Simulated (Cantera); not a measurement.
A Cantera script and what it prints.

```python
import numpy as np
import cantera as ct

gas_names = """
    H HNO HNO2 HNO3 HO2 H2 H2O H2O2 N NH NH2 NH3 NH2OH NO NO2 NO3 N2 N2H2 N2H4 N2O O OH O2 O3 Si SiH
    SiH2 SiH3 SiH4 SiN SiO SiO2 Si2 Si2N Si3
""".split()
cond_names = """
    H2O(s) H2O(L) Si(cr) Si(L) SiO2(Lqz) SiO2(hqz) SiO2(L) Si2N2O(s) Si3N4(a)
""".split()


# ... load() reads the species with a 1 bar reference pressure and builds the phases ...
atoms = {
    'Si3N4': {'Si': 3, 'N': 4},
    'N2O': {'N': 2, 'O': 1},
    'H2': {'H': 2},
}
top_T = {'Si2N2O(s)': 2100, 'Si3N4(a)': 2400}  # K; cautious upper limits of use, not melting points


# ... equilibrate(T, P, feed) seeds the gas with the atoms and calls Mixture.equilibrate('TP', solver="vcs", rtol=1e-11, max_steps=5000) ...
results = []
feed = {'Si3N4': 1, 'N2O': 0.28, 'H2': 1.8}  # mol
P = 0.51  # Pa
for T in [1275, 1325, 1375, 1425, 1475, 1525, 1575, 1625, 1675, 1725]:
    mix = equilibrate(T, P, feed)
    results.append((T, P, feed, dict(zip(mix.species_names, mix.species_moles))))
    x = sorted(zip(gas.X, gas.species_names), reverse=True)
    print(f"T = {T:g} K  P = {P:g} Pa  gas = {mix.phase_moles(0):.4g} mol")
    print("   x: " + "  ".join(f"{s} {v:.3e}" for v, s in x if v > 1e-05))
    print("   condensed (mol): " + ("  ".join(f"{mix.phase(i).name} {mix.phase_moles(i):.4g}"
          for i in range(1, mix.n_phases) if mix.phase_moles(i) > 1e-12) or "none"))
```

Result:

```
T = 1275 K  P = 0.51 Pa  gas = 2.174 mol
   x: H2 8.278e-01  N2 1.718e-01  H 2.970e-04  SiO 1.759e-04
   condensed (mol): Si2N2O(s) 0.2796  Si3N4(a) 0.8135
T = 1325 K  P = 0.51 Pa  gas = 2.217 mol
   x: H2 8.117e-01  N2 1.862e-01  SiO 1.355e-03  H 6.524e-04  Si 1.849e-05
   condensed (mol): Si(cr) 0.05772  Si2N2O(s) 0.277  Si3N4(a) 0.7951
T = 1375 K  P = 0.51 Pa  gas = 3.859 mol
   x: N2 5.256e-01  H2 4.659e-01  SiO 7.360e-03  H 1.036e-03  Si 8.049e-05
   condensed (mol): Si(cr) 2.468  Si2N2O(s) 0.2516
T = 1425 K  P = 0.51 Pa  gas = 4.366 mol
   x: N2 5.223e-01  H2 4.113e-01  SiO 6.414e-02  H 1.937e-03  Si 3.157e-04
   condensed (mol): Si(cr) 2.719
T = 1475 K  P = 0.51 Pa  gas = 4.373 mol
   x: N2 5.214e-01  H2 4.098e-01  SiO 6.403e-02  H 3.676e-03  Si 1.128e-03
   condensed (mol): Si(cr) 2.715
T = 1525 K  P = 0.51 Pa  gas = 4.391 mol
   x: N2 5.192e-01  H2 4.066e-01  SiO 6.377e-02  H 6.679e-03  Si 3.701e-03  SiH 1.545e-05  Si2N 1.078e-05
   condensed (mol): Si(cr) 2.703
T = 1575 K  P = 0.51 Pa  gas = 4.436 mol
   x: N2 5.139e-01  H2 3.999e-01  SiO 6.312e-02  H 1.164e-02  Si 1.126e-02  SiH 3.841e-05  Si2N 2.822e-05  Si2 2.394e-05  SiN 1.727e-05
   condensed (mol): Si(cr) 2.669
T = 1625 K  P = 0.51 Pa  gas = 4.55 mol
   x: N2 5.010e-01  H2 3.858e-01  SiO 6.153e-02  Si 3.194e-02  H 1.941e-02  Si2 9.282e-05  SiH 8.927e-05  Si2N 6.899e-05  SiN 4.011e-05  Si3 2.120e-05
   condensed (mol): Si(cr) 2.572
T = 1675 K  P = 0.51 Pa  gas = 4.85 mol
   x: N2 4.700e-01  H2 3.557e-01  Si 8.509e-02  SiO 5.773e-02  H 3.066e-02  Si2 3.313e-04  SiH 1.925e-04  Si2N 1.565e-04  SiN 8.679e-05  Si3 8.204e-05
   condensed (mol): Si(cr) 2.3
T = 1725 K  P = 0.51 Pa  gas = 5.612 mol
   x: N2 4.061e-01  H2 2.981e-01  Si 1.990e-01  SiO 4.989e-02  H 4.490e-02  Si2 9.490e-04  SiH 3.508e-04  Si2N 2.801e-04  Si3 2.356e-04  SiN 1.599e-04
   condensed (mol): Si(L) 1.582
```

Method: chemical equilibrium by Gibbs-energy minimisation in Cantera with the NASA 1993 tables (ideal gas, pure condensed phases). Mutual solubility and eutectic melting of coexisting phases are not modelled. The tables' values for SiN are old estimates; treat these amounts as uncertain.
